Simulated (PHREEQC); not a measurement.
Solution (25 °C): 24 mmol/kgw NH3 and 2.5 mmol/kgw NaAlO2. Closed to the air; pH follows from the charge balance.

Computed with PHREEQC (ion-association model, phreeqc.dat).

```json
[
 {"quantity": "pH", "before": "10.80", "after": "2.14"},
 {"quantity": "ionic strength (mol/kgw)", "before": "0.00318", "after": "0.0508"},
 {"quantity": "SI of Gibbsite (Al(OH)3)", "before": "+1.12", "after": "-5.82"}
]
```

Which change was made?
A) NH3 from 0.024 to 0.0216 mol/kgw
B) NH3 from 0.024 to 0.24 mol/kgw
C) NH3 replaced by NH4HSO4 at the same molality
D) NH3 from 0.024 to 0.012 mol/kgw
E) 0.0018 mol/kgw HCl added

C, NH3 replaced by NH4HSO4 at the same molality

This is a speciation only: nothing precipitates in the calculation. Some of these states are supersaturated (in Gibbsite (slow to form), for instance).
